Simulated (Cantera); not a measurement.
Adiabatic ignition

An adiabatic, constant-pressure homogeneous reactor starts with CO : H2 : O2 : N2 = 1 : 0.093 : 0.238 : 0.893 (molar parts), equivalence ratio 2.3, at 1723 K and 750 Torr.

Cantera simulation using GRI-Mech 3.0 (53 species, 325 reactions); the numbers are that mechanism's predictions, not measurements.

```csv
t (s),T (K),x CO,x H2,x O2,x NO,x NO2,x H2O
1.00e-6,1723,0.450,0.0418,0.107,<1e-12,<1e-12,1.96e-7
3.16e-6,1723,0.450,0.0418,0.107,<1e-12,<1e-12,5.12e-6
1.00e-5,1725,0.449,0.0395,0.105,4.96e-10,<1e-12,0.00127
3.16e-5,1968,0.354,0.00578,0.0290,1.75e-5,2.50e-9,0.00975
0.000100,2310,0.346,0.00759,0.0237,0.000129,1.42e-8,0.0149
0.000316,2698,0.335,0.00798,0.0168,0.000881,1.10e-7,0.0233
0.00100,2877,0.327,0.00787,0.0110,0.00410,5.86e-7,0.0275
0.00316,2875,0.328,0.00796,0.0102,0.00655,9.16e-7,0.0277
0.0100,2874,0.328,0.00796,0.0102,0.00667,9.33e-7,0.0277
0.0316,2874,0.328,0.00796,0.0102,0.00667,9.33e-7,0.0277
0.100,2874,0.328,0.00796,0.0102,0.00667,9.33e-7,0.0277
0.316,2874,0.328,0.00796,0.0102,0.00667,9.33e-7,0.0277
1.00,2874,0.328,0.00796,0.0102,0.00667,9.33e-7,0.0277
```
x: mole fraction; the columns are a selection and need not sum to one.

| Quantity | Value |
|---|---|
| time of steepest temperature rise | 16.7 µs |
| temperature at 1.00 s | 2874 K |
| equilibrium temperature | 2874 K |
| x(CO) at 1.00 s | 0.328 (gas-phase equilibrium 0.328) |
| x(H2) at 1.00 s | 0.00796 (gas-phase equilibrium 0.00796) |
| x(O2) at 1.00 s | 0.0102 (gas-phase equilibrium 0.0102) |
